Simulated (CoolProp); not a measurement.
Properties of C2F6 (R116) along the isotherm 425 K.

Values from CoolProp's reference Helmholtz-energy equation of state, Lemmon 2006. It is a short technical equation, of lower accuracy than the large ones.

```json
[
 {"p (kPa)": "3810", "phase": "supercritical", "density (kg/m³)": "164.3", "cp (kJ/(kg K))": "1.011", "isothermal compressibility (1/MPa)": "0.2864", "expansivity (1/kK)": "3.625"},
 {"p (kPa)": "7620", "phase": "supercritical", "density (kg/m³)": "353.3", "cp (kJ/(kg K))": "1.103", "isothermal compressibility (1/MPa)": "0.1436", "expansivity (1/kK)": "4.869"},
 {"p (kPa)": "11400", "phase": "supercritical", "density (kg/m³)": "536.1", "cp (kJ/(kg K))": "1.163", "isothermal compressibility (1/MPa)": "0.08276", "expansivity (1/kK)": "5.139"},
 {"p (kPa)": "15200", "phase": "supercritical", "density (kg/m³)": "683.5", "cp (kJ/(kg K))": "1.175", "isothermal compressibility (1/MPa)": "0.04871", "expansivity (1/kK)": "4.529"},
 {"p (kPa)": "19000", "phase": "supercritical", "density (kg/m³)": "792.6", "cp (kJ/(kg K))": "1.165", "isothermal compressibility (1/MPa)": "0.03114", "expansivity (1/kK)": "3.821"},
 {"p (kPa)": "22900", "phase": "supercritical", "density (kg/m³)": "876.8", "cp (kJ/(kg K))": "1.154", "isothermal compressibility (1/MPa)": "0.02161", "expansivity (1/kK)": "3.264"},
 {"p (kPa)": "26700", "phase": "supercritical", "density (kg/m³)": "941.4", "cp (kJ/(kg K))": "1.144", "isothermal compressibility (1/MPa)": "0.01624", "expansivity (1/kK)": "2.868"},
 {"p (kPa)": "30500", "phase": "supercritical", "density (kg/m³)": "994.4", "cp (kJ/(kg K))": "1.137", "isothermal compressibility (1/MPa)": "0.01284", "expansivity (1/kK)": "2.571"}
]
```
